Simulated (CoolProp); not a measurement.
Values from CoolProp's reference Helmholtz-energy equation of state, Schroeder 2014.

**Question.** For ethanol, give the phase and the Z, fugacity coefficient at 481.5 K and 27.2 MPa; 550.6 K and 27.2 MPa.

**Answer.** 
- 481.5 K and 27.2 MPa: liquid; Z 0.499, fugacity coefficient 0.156
- 550.6 K and 27.2 MPa: supercritical; Z 0.524, fugacity coefficient 0.354
